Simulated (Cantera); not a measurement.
A freely propagating, adiabatic, planar premixed flame of H2 : O2 : N2 = 1 : 0.847 : 4.15 (molar parts), unburnt at 523 K and 0.987 atm; mixture-averaged transport, grid criteria slope 0.08 and curve 0.16, no radiation.

Detailed kinetics in Cantera: the H2/O2 subset of GRI-Mech 3.0, which has no nitrogen chemistry. Burning velocities carry a grid error of a few per cent, more on coarse grids. Lean hydrogen flames are cellular in practice and burn faster than this planar one.

Problem. How do the results move with these cheaper or finer settings: unity-Lewis-number transport; multicomponent transport; multicomponent+Soret transport; grid criteria slope 0.5, curve 1; grid criteria slope 0.25, curve 0.5; grid criteria slope 0.03, curve 0.06?

Solution. 
```csv
setting,laminar burning velocity,thermal thickness,peak x(HO2),peak x(O),grid points
as above,176 cm/s,0.455 mm,0.000263,0.00541,104
unity-Lewis-number transport,180 cm/s,0.325 mm,0.000204,0.00756,107
multicomponent transport,175 cm/s,0.450 mm,0.000264,0.00541,105
multicomponent+Soret transport,159 cm/s,0.453 mm,0.000257,0.00515,105
"grid criteria slope 0.5, curve 1",236 cm/s,0.537 mm,0.000264,0.00606,38
"grid criteria slope 0.25, curve 0.5",188 cm/s,0.475 mm,0.000258,0.00553,48
"grid criteria slope 0.03, curve 0.06",174 cm/s,0.447 mm,0.000264,0.00541,252
```
Unity Lewis numbers drop preferential diffusion, which matters most where H2 and H carry the flame; Soret adds thermal diffusion.
